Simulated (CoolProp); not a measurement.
Properties of dodecamethylpentasiloxane (MD3M) along the isotherm 164.05 °C.

Computed with CoolProp (reference Helmholtz-energy equation of state, Thol 2019).

| p (kPa) | phase | cp (kJ/(kg K)) | cv (kJ/(kg K)) | isothermal compressibility (1/MPa) | expansivity (1/kK) | fugacity coefficient |
|---|---|---|---|---|---|---|
| 30.2 | liquid | 2.014 | 1.763 | 0.005225 | 1.480 | 0.5295 |
| 45.5 | liquid | 2.014 | 1.763 | 0.005220 | 1.479 | 0.3522 |
| 68.7 | liquid | 2.014 | 1.763 | 0.005212 | 1.478 | 0.2341 |
| 104 | liquid | 2.014 | 1.763 | 0.005200 | 1.476 | [?] |
| 156 | liquid | 2.013 | 1.763 | 0.005183 | 1.473 | 0.1044 |
| 236 | liquid | 2.013 | 1.763 | 0.005157 | 1.469 | 0.06981 |
| 356 | liquid | 2.013 | 1.763 | 0.005117 | 1.462 | 0.04709 |
| 536 | liquid | 2.012 | 1.763 | 0.005060 | 1.452 | 0.03210 |
| 809 | liquid | 2.011 | 1.763 | 0.004976 | 1.438 | 0.02212 |
| 1220 | liquid | 2.009 | 1.763 | [?] | 1.418 | 0.01556 |
| 1840 | liquid | 2.007 | 1.763 | [?] | 1.389 | 0.01128 |
| 2780 | liquid | 2.004 | 1.763 | 0.004453 | 1.349 | 0.008544 |
| 4190 | liquid | 2.000 | 1.763 | [?] | 1.296 | [?] |
| 6320 | liquid | 1.995 | 1.763 | 0.003772 | 1.227 | [?] |
| 9540 | liquid | 1.990 | 1.763 | 0.003328 | 1.144 | 0.006460 |

Question: What belongs in the gaps?

Answer: 
- 104, fugacity coefficient: 0.1554
- 1220, isothermal compressibility (1/MPa): 0.004855
- 1840, isothermal compressibility (1/MPa): 0.004685
- 4190, isothermal compressibility (1/MPa): 0.004149
- 4190, fugacity coefficient: 0.006931
- 6320, fugacity coefficient: 0.006211
